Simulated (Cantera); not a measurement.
**Gas-phase reforming**

An isothermal, constant-pressure homogeneous reactor starts with 7.14 % CH4, 92.9 % H2O, at 1250 K and 435 Torr.

Detailed kinetics in Cantera: GRI-Mech 3.0 (53 species, 325 reactions).

| t (s) | x CH4 | x H2O | x CH2CO | x C2H6 | x O2 | x CO |
|---|---|---|---|---|---|---|
| 0.000500 | 0.0714 | 0.929 | <1e-12 | 5.13e-11 | <1e-12 | <1e-12 |
| 0.00115 | 0.0714 | 0.929 | <1e-12 | 6.29e-10 | <1e-12 | <1e-12 |
| 0.00266 | 0.0714 | 0.929 | <1e-12 | 7.46e-9 | <1e-12 | <1e-12 |
| 0.00613 | 0.0714 | 0.929 | <1e-12 | 7.87e-8 | <1e-12 | <1e-12 |
| 0.0141 | 0.0714 | 0.929 | <1e-12 | 5.58e-7 | <1e-12 | 1.09e-11 |
| 0.0326 | 0.0714 | 0.929 | <1e-12 | 2.16e-6 | <1e-12 | 1.52e-10 |
| 0.0751 | 0.0714 | 0.929 | <1e-12 | 5.86e-6 | <1e-12 | 1.33e-9 |
| 0.173 | 0.0714 | 0.929 | 2.60e-12 | 1.38e-5 | <1e-12 | 1.09e-8 |
| 0.399 | 0.0713 | 0.929 | 7.88e-11 | 2.86e-5 | <1e-12 | 9.76e-8 |
| 0.921 | 0.0712 | 0.929 | 2.22e-9 | 4.69e-5 | <1e-12 | 8.43e-7 |
| 2.12 | 0.0710 | 0.928 | 3.67e-8 | 5.52e-5 | <1e-12 | 4.76e-6 |
| 4.90 | 0.0704 | 0.928 | 2.97e-7 | 5.41e-5 | <1e-12 | 1.64e-5 |
| 11.3 | 0.0690 | 0.927 | 1.30e-6 | 5.05e-5 | <1e-12 | 5.20e-5 |
| 26.0 | 0.0661 | 0.924 | 3.23e-6 | 4.35e-5 | 1.18e-12 | 0.000173 |
| 60.0 | 0.0602 | 0.917 | 5.89e-6 | 3.22e-5 | <1e-12 | 0.000510 |
x: mole fraction; the columns are a selection and need not sum to one.

Equilibrium at this temperature and pressure: CH4 1.93e-8, H2O 0.708, CH2CO <1e-12, C2H6 <1e-12, O2 <1e-12, CO 0.0210 (gas phase only).
